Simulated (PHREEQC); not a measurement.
Leach liquor

Dissolve 0.24 mol HCl, 0.00058 mol Li2SO4 and 0.013 mol Fe2(SO4)3 per kg of water at 20 °C. Closed to the air; pH follows from the charge balance.

All values are PHREEQC results (ion-association model, phreeqc.dat), not measurements.

Each row changes one thing in this solution. Precipitation was switched off in this run.

| case | pH | ionic strength (mol/kgw) | Cl- (mol/kgw) | HSO4- (mol/kgw) | FeHSO4+2 (mol/kgw) | FeCl+2 (mol/kgw) | SI of Goethite (FeOOH) | SI of Hematite (Fe2O3) |
|---|---|---|---|---|---|---|---|---|
| as made | 0.78 | 0.289 | 0.229 | 0.0216 | 0.00699 | 0.00659 | -0.22 | +1.55 |
| temperature from 20 to 25 °C | 0.78 | 0.288 | 0.229 | 0.0223 | 0.00680 | 0.00728 | -0.06 | +1.89 |
| 0.0026 mol/kgw NaNO3 added | 0.78 | 0.291 | 0.229 | 0.0216 | 0.00698 | 0.00659 | -0.22 | +1.55 |
| Li2SO4 from 0.00058 to 0.00029 mol/kgw | 0.78 | 0.288 | 0.229 | 0.0214 | 0.00697 | 0.00662 | -0.22 | +1.55 |
| HCl replaced by CuCl2 at the same molality | 2.61 | 0.668 | 0.422 | 0.000694 | 0.000111 | … | +4.98 | +11.94 |
| Li2SO4 replaced by (NH4)2SO4 at the same molality | 0.78 | 0.289 | 0.229 | 0.0216 | 0.00699 | 0.00659 | -0.22 | +1.55 |
| temperature from 20 to 65 °C | 0.80 | 0.285 | 0.225 | 0.0283 | 0.00528 | 0.0132 | +1.00 | +4.17 |
| Fe2(SO4)3 from 0.013 to 0.065 mol/kgw | … | 0.436 | 0.220 | 0.0628 | 0.0399 | 0.0135 | +0.65 | +3.30 |

Task: Some entries are withheld; supply them.

Result: 
- HCl replaced by CuCl2 at the same molality, FeCl+2 (mol/kgw): 0.00779
- Fe2(SO4)3 from 0.013 to 0.065 mol/kgw, pH: 0.97

Some of these states are supersaturated (in Hematite (slow to form), Goethite (slow to form), for instance). At this temperature some constants are extrapolated from 25 °C, and those without enthalpy data are left unchanged.
